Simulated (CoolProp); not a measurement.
The fluid at 298.15 K and 2.72 MPa is throttled through a valve to 1.72 MPa with no heat exchange. The same conditions are run with several fluids, on thermodynamics alone (safety and materials aside).

Values from CoolProp's reference Helmholtz-energy equation of state of each fluid (oxygen: Schmidt 1985; C2F6 (R116): Lemmon 2006; carbon monoxide: Lemmon 2006; dry air: Lemmon 2000; nitrous oxide: Lemmon 2006). Blends and air are pseudo-pure fits.

Problem. Rank oxygen, C2F6 (R116), carbon monoxide, dry air, nitrous oxide by temperature change (K), highest first.

Solution. dry air (-2.1), carbon monoxide (-2.4), oxygen (-2.6), nitrous oxide (-12.0), C2F6 (R116) (-13.7)

```tsv
fluid	final density (kg/m³)
oxygen	22.6
C2F6 (R116)	136
carbon monoxide	19.7
dry air	20.3
nitrous oxide	35.9
```
